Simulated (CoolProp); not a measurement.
Saturation properties of neopentane.

Computed with CoolProp (reference Helmholtz-energy equation of state, Lemmon 2006). It is a short technical equation, of lower accuracy than the large ones.

| T (K) | p (MPa) | liquid density (kg/m³) | vapour density (kg/m³) | liquid cp (kJ/(kg K)) | surface tension (mN/m) |
|---|---|---|---|---|---|
| 272.1 | 0.06806 | 612.2 | 2.246 | 2.160 | 13.5 |
| 287.1 | ___ | 596.4 | 3.773 | 2.245 | 12.0 |
| 302.1 | 0.1942 | 580.0 | 5.999 | 2.333 | 10.5 |
| 317 | 0.3009 | 562.8 | 9.104 | 2.427 | 9.12 |
| 332 | 0.4476 | 544.3 | 13.38 | 2.530 | 7.72 |
| 347 | 0.6417 | 524.3 | 19.15 | 2.645 | ___ |
| 362 | 0.8915 | 502.4 | ___ | 2.779 | 5.06 |
| 376.9 | 1.204 | 478.0 | 37.25 | 2.944 | 3.82 |
| 391.9 | ___ | 449.5 | 51.65 | 3.175 | 2.64 |
| 406.9 | 2.068 | 414.6 | ___ | 3.569 | 1.54 |
| 421.8 | 2.642 | 366.6 | 108.0 | 4.707 | 0.578 |

Q: Some entries are withheld; supply them.

A: 
- 287.1, p (MPa): 0.1186
- 347, surface tension (mN/m): 6.37
- 362, vapour density (kg/m³): 26.89
- 391.9, p (MPa): 1.593
- 406.9, vapour density (kg/m³): 72.69

It boils at 282.7 K under 1 atm.

Surface tension comes from a separate correlation (Mulero 2014).
